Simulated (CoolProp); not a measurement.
Vapour-liquid equilibrium of propylene (1) + acetone (2) at 338 kPa; x and y are mole fractions of (1).

Model: multi-fluid Helmholtz-energy mixture model, Lemmon 2013 and Lemmon 2006; pair parameters Bell 2016, in CoolProp.

Task: Give the bubble temperature and the first vapour's composition at x = 0.05, 0.65, 0.8. Is there an azeotrope?

Result: x = 0.05: 336.4 K, y = 0.618; x = 0.65: 262.6 K, y = 0.988; x = 0.8: 260.6 K, y = 0.991. No azeotrope shows between x = 0.05 and 0.95.

The pair parameters rest on a limited set of measurements; away from them the model extrapolates. With so large a gap from Raoult's law the liquid may split in two, which this calculation doesn't test in full.
